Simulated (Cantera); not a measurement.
Input: 1 mol Al(CH3)3, 11 mol O2, 6.1 mol N2, at 677 °C and 7.30 mbar.

Method: chemical equilibrium by Gibbs-energy minimisation in Cantera with the NASA 1993 tables (ideal gas, pure condensed phases). Candidate condensed phases: Al, AlN, Al2O3, C, C6H6, C7H8, C8H18, H2O; 148 gas species. The feed counts by its element totals alone. Kinetics and transport are ignored.

Base state: N2 0.328, O2 0.269, H2O 0.242, CO2 0.161, NO 1.28e-5 (mole fractions); condensed: Al2O3(s).

**Question.** What changes in the equilibrium state with this change: temperature from 677 °C to 1300 °C?

**Answer.** 
```csv
species,before,after
N2,0.328,0.327
O2,0.269,0.268
H2O,0.242,0.241
NO,1.28e-5,0.00125
OH,2.33e-7,0.000810
CO2,0.161,0.161
O,<1e-9,6.33e-5
CO,<1e-9,5.06e-5
H2,<1e-9,2.62e-5
"Al2O3(s), mol",0.500,0.500
```

**Question.** What changes in the equilibrium state with this change: O2 from 11 to 2.2 mol?

**Answer.** 
```tsv
species	before	after
N2	0.328	0.452
H2	<1e-9	0.333
CO	<1e-9	0.213
O2	0.269	<1e-9
H2O	0.242	0.000485
CO2	0.161	0.000557
CH4	<1e-9	0.000136
NO	1.28e-5	<1e-9
Al2O3(s), mol	0.500	0.500
C(graphite), mol	0	0.112
```
